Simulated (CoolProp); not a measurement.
Saturation properties of CH3F (R41).

Computed with CoolProp (reference Helmholtz-energy equation of state, Lemmon 2006). It is a short technical equation, of lower accuracy than the large ones.

| T (°C) | p (MPa) | liquid density (kg/m³) | vapour density (kg/m³) | liquid cp (kJ/(kg K)) | surface tension (mN/m) |
|---|---|---|---|---|---|
| -126.95 | 0.002483 | 976.0 | 0.06983 | 2.082 | 23.4 |
| -106.55 | 0.01588 | 937.5 | 0.3956 | 2.060 | 20.0 |
| -86.15 | 0.06464 | 897.2 | (withheld) | 2.063 | 16.7 |
| -65.65 | 0.1946 | (withheld) | (withheld) | 2.096 | 13.5 |
| -45.25 | 0.4701 | (withheld) | 9.489 | 2.168 | 10.5 |
| -24.85 | 0.9742 | 754.8 | 19.45 | 2.300 | 7.59 |
| -4.35 | 1.810 | (withheld) | 37.26 | (withheld) | 4.90 |
| 16.05 | 3.087 | 616.9 | (withheld) | (withheld) | 2.48 |

Problem. Complete the blanks.

Solution. 
- -86.15, vapour density (kg/m³): 1.462
- -65.65, liquid density (kg/m³): 854.0
- -65.65, vapour density (kg/m³): 4.100
- -45.25, liquid density (kg/m³): 807.2
- -4.35, liquid density (kg/m³): 693.4
- -4.35, liquid cp (kJ/(kg K)): 2.549
- 16.05, vapour density (kg/m³): 69.99
- 16.05, liquid cp (kJ/(kg K)): 3.125

It boils at -78.4 °C under 1 atm.

Surface tension comes from a separate correlation (Mulero 2012).
